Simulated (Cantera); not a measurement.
Input (Python, Cantera) and output of one run.

```python
import numpy as np
import cantera as ct

gas_names = """
    B BH BH2 BH3 BN B2 H H2 N NH NH2 NH3 N2 N2H2 N2H4
""".split()
cond_names = """
    B(b) B(L) BN(s)
""".split()


def load(file, names, dense=False):
    # The tables refer to 1 bar. Condensed volumes are neglected.
    table = {s.name: s for s in ct.Species.list_from_file(file)}
    out = []
    for n in names:
        d = dict(table[n].input_data)
        d["thermo"] = dict(d["thermo"], **{"reference-pressure": 1e5})
        if dense:
            d["equation-of-state"] = {"model": "constant-volume", "density": "1e6 g/cm^3"}
        out.append(ct.Species.from_dict(d))
    return out


gas = ct.Solution(thermo="ideal-gas", species=load("nasa_gas.yaml", gas_names))
cond = {s.name: ct.Solution(thermo="fixed-stoichiometry", species=[s], name=s.name)
        for s in load("nasa_condensed.yaml", cond_names, dense=True)}
atoms = {
    'borazine': {'B': 3, 'N': 3, 'H': 6},
    'H2': {'H': 2},
}
top_T = {'BN(s)': 3200}  # K; cautious upper limits of use, not melting points


def equilibrate(T, P, feed):
    n = {}
    for name, mol in feed.items():
        for a, k in atoms[name].items():
            n[a] = n.get(a, 0.0) + k * mol
    gas.TPX = T, P, n
    mass = sum(n.values()) * gas.mean_molecular_weight
    gas.equilibrate("TP")
    valid = [c for c in cond.values() if c.min_temp <= T <= top_T.get(c.name, c.max_temp)]
    mix = ct.Mixture([(gas, mass / gas.mean_molecular_weight)] + [(c, 0.0) for c in valid])
    mix.T, mix.P = T, P
    mix.equilibrate("TP", solver="vcs", rtol=1e-11, max_steps=5000)
    return mix


results = []
feed = {'borazine': 1, 'H2': 2.6}  # mol
T = 1923  # K
P = 133.322  # Pa
mix = equilibrate(T, P, feed)
results.append((T, P, feed, dict(zip(mix.species_names, mix.species_moles))))
x = sorted(zip(gas.X, gas.species_names), reverse=True)
print(f"T = {T:g} K  P = {P:g} Pa  gas = {mix.phase_moles(0):.4g} mol")
print("   x: " + "  ".join(f"{s} {v:.3e}" for v, s in x if v > 0.001))
print("   condensed (mol): " + ("  ".join(f"{mix.phase(i).name} {mix.phase_moles(i):.4g}"
      for i in range(1, mix.n_phases) if mix.phase_moles(i) > 1e-12) or "none"))
```

It prints:

```
T = 1923 K  P = 133.322 Pa  gas = 5.829 mol
   x: H2 9.479e-01  N2 2.670e-02  H 2.512e-02
   condensed (mol): B(b) 0.3095  BN(s) 2.689
```

Equilibrium computed with Cantera from the NASA thermochemical tables; the gas is ideal and each condensed phase is pure. The feed counts by its element totals alone. Mutual solubility and eutectic melting of coexisting phases are not modelled. The tables' values for BH2 are old estimates; treat these amounts as uncertain.
